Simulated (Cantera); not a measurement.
**borazine + NH3 + H2 (boron, boron nitride and boron oxide)**

Feed: 1 mol borazine, 5.3 mol NH3, 2.5 mol H2.

Method: chemical equilibrium by Gibbs-energy minimisation in Cantera with the NASA 1993 tables (ideal gas, pure condensed phases). Candidate condensed phases: B, BN; 15 gas species. The feed counts by its element totals alone. Mutual solubility and eutectic melting of coexisting phases are not modelled. Equilibrium is a limit: real reactors are often held back by kinetics, nucleation or transport.

Problem. Map the stable condensed phases over T = 1348, 1398, 1448, 1498, 1548, 1598, 1648, 1698, 1748, 1798, 1848, 1898, 1948 K and P in Pa = 10, 28, 77, 220, 600, 1700, 4600, 13000, 36000, 100000.

Solution. 
```
T in K \ P in Pa
             10     28     77    220    600   1700   4600  13000  36000 100000
   1948       A      B      C      C      C      C      C      C      C      C
   1898       A      C      C      C      C      C      C      C      C      C
   1848       C      C      C      C      C      C      C      C      C      C
   1798       C      C      C      C      C      C      C      C      C      C
   1748       C      C      C      C      C      C      C      C      C      C
   1698       C      C      C      C      C      C      C      C      C      C
   1648       C      C      C      C      C      C      C      C      C      C
   1598       C      C      C      C      C      C      C      C      C      C
   1548       C      C      C      C      C      C      C      C      C      C
   1498       C      C      C      C      C      C      C      C      C      C
   1448       C      C      C      C      C      C      C      C      C      C
   1398       C      C      C      C      C      C      C      C      C      C
   1348       C      C      C      C      C      C      C      C      C      C
```
A: B; B: B + BN; C: BN.
